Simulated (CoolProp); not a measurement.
R227EA along the isobar 7.18 MPa: density (kg/m³) from the reference equation and from simpler models built on Tc = 101.8 °C, pc = 2.925 MPa, ω = 0.358; each cubic takes its own stable root.

Computed with CoolProp (reference Helmholtz-energy equation of state, Lemmon 2016).

```csv
T (°C),phase,reference
39.65,liquid,1380
51.55,liquid,1334
63.45,liquid,1285
75.35,liquid,1232
87.35,liquid,1173
99.25,liquid,1109
111.15,supercritical,1036
123.05,supercritical,953.6
134.95,supercritical,859.9
146.95,supercritical,758.5
158.85,supercritical,661.9
170.75,supercritical,581.2
182.65,supercritical,519.0
```

### Question
How far does each simpler model (van der Waals, Redlich-Kwong, Peng-Robinson) lie from the reference over these 13 states: mean and median of the absolute difference, and the worst?

### Answer
- van der Waals: mean 22.6 %, median 26.9 %, worst -35.0 % at 39.65 °C and 7.18 MPa
- Redlich-Kwong: mean 8.9 %, median 11.1 %, worst -12.1 % at 75.35 °C and 7.18 MPa
- Peng-Robinson: mean 3.5 %, median 3.2 %, worst -6.4 % at 146.95 °C and 7.18 MPa
